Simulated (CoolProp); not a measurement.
Computed with CoolProp (reference Helmholtz-energy equation of state, Thol 2022).

Question: Give the vapour pressure (kPa), liquid density (kg/m³), enthalpy of vaporisation (kJ/kg), liquid cp (kJ/(kg K)) of saturated vinyl chloride at 246.5 K.

Answer: 
| T (K) | p (kPa) | liquid density (kg/m³) | enthalpy of vaporisation (kJ/kg) | liquid cp (kJ/(kg K)) |
|---|---|---|---|---|
| 246.5 | 58.1 | 993 | 366 | 1.47 |
